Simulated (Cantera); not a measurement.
An isothermal, constant-pressure homogeneous reactor starts with 73.5 % CH4, 26.5 % H2O, at 1625 K and 500000 Pa.

Cantera simulation using GRI-Mech 3.0 (53 species, 325 reactions); the numbers are that mechanism's predictions, not measurements. GRI-Mech 3.0 stops at C3 and has no aromatics, soot or wall deposition, so with more carbon than oxygen in the feed, carbon stays in small species such as C2H2 where larger ones or solid carbon would form.

x: mole fraction; the columns are a selection and need not sum to one.

| t (s) | x CH4 | x H2O | x CH2O | x O2 | x C2H2 | x C2H6 | x H2 |
|---|---|---|---|---|---|---|---|
| 2.00e-5 | 0.734 | 0.265 | 1.06e-7 | <1e-12 | 8.89e-8 | … | 0.000437 |
| 0.000100 | 0.730 | 0.265 | 1.11e-6 | <1e-12 | 9.96e-6 | … | 0.00269 |
| 0.000503 | 0.703 | 0.262 | 6.43e-6 | 1.50e-12 | 0.00105 | … | 0.0215 |
| 0.00252 | 0.573 | 0.243 | 4.86e-6 | 3.47e-12 | 0.0296 | … | 0.131 |
| 0.0126 | 0.329 | 0.204 | 1.66e-6 | <1e-12 | 0.0998 | … | 0.345 |
| 0.0633 | 0.167 | 0.168 | 6.83e-7 | <1e-12 | 0.132 | … | 0.492 |
| 0.317 | 0.160 | 0.118 | 4.52e-7 | <1e-12 | 0.109 | … | 0.536 |
| 1.59 | 0.151 | 0.0414 | 2.55e-7 | <1e-12 | 0.0701 | … | 0.601 |
| 7.98 | 0.142 | 0.00185 | 2.10e-7 | <1e-12 | 0.0516 | 0.000168 | 0.639 |
| 40.0 | 0.141 | 7.53e-6 | 2.09e-7 | <1e-12 | 0.0508 | 0.000166 | 0.640 |

Task: Complete the blanks.

Result: 
- 2.00e-5, x C2H6: 0.000200
- 0.000100, x C2H6: 0.00152
- 0.000503, x C2H6: 0.00458
- 0.00252, x C2H6: 0.00244
- 0.0126, x C2H6: 0.000629
- 0.0633, x C2H6: 0.000277
- 0.317, x C2H6: 0.000252
- 1.59, x C2H6: 0.000203
